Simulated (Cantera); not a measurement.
Mixture: CO : H₂ : CH₄ : O₂ : N₂ = 1 : 0.2 : 0.76 : 1.12 : 6.81 (molar parts), at 1.80 bar, adiabatic and at constant volume. Ignition delay is the time to a rise of 400 K.

Detailed kinetics in Cantera: GRI-Mech 3.0 (53 species, 325 reactions). Below about 1000 K GRI-Mech 3.0 lacks low-temperature oxidation paths. Below about 950 K walls govern HO2 and H2O2 in real vessels.

Problem. Predict: delay at 850 K; delay at 1050 K; delay at 1250 K; delay at 1450 K; apparent activation energy between 1350 and 1550 K.

Solution. 
```json
{
  "delay at 850 K": "0.814 s",
  "delay at 1050 K": "34.8 ms",
  "delay at 1250 K": "5.16 ms",
  "delay at 1450 K": "0.771 ms",
  "apparent activation energy between 1350 and 1550 K": "150 kJ/mol"
}
```
